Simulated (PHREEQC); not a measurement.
A solution holds 0.025 mol H2SO4, 0.0011 mol FeCl3 and 0.0039 mol MnSO4 per kg of water, at 60 °C. Closed to the air; pH follows from the charge balance.

The numbers come from PHREEQC with the ion-association model, wateq4f.dat.

Precipitation was switched off in this run.

Problem. What pH, ionic strength does the model give?

Solution. pH 1.60; ionic strength 0.0458 mol/kgw.

Problem. In which forms is Fe present?

Solution. FeSO4+ 75 %, FeHSO4+2 11 %, Fe(SO4)2- 5.4 %, Fe+3 4.3 %, FeOH+2 3.5 % of the Fe.

The solution is supersaturated, for example in Hematite (slow to form), Goethite (slow to form), so a real one may precipitate; this is no full list. Constants without temperature data keep their 25 °C values here.
